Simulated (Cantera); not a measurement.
A closed system holds: 1 mol Pb, a varied amount of H2O, 1.7 mol N2, equilibrated at 1875 K and 10.0 mbar.

Method: chemical equilibrium by Gibbs-energy minimisation in Cantera with the NASA 1993 tables (ideal gas, pure condensed phases). Candidate condensed phases: H2O, Pb, PbO, PbO2, Pb3O4; 27 gas species. Gases not in the tables: (PbO)n polymers. Rates play no part.

At 1.3 mol H2O, list the 6 most abundant gas species with their mole fractions, and the condensed phases.

N2 0.424, H2O 0.308, Pb 0.236, H2 0.0149, PbO 0.0135, OH 0.00129. Condensed: gas only.
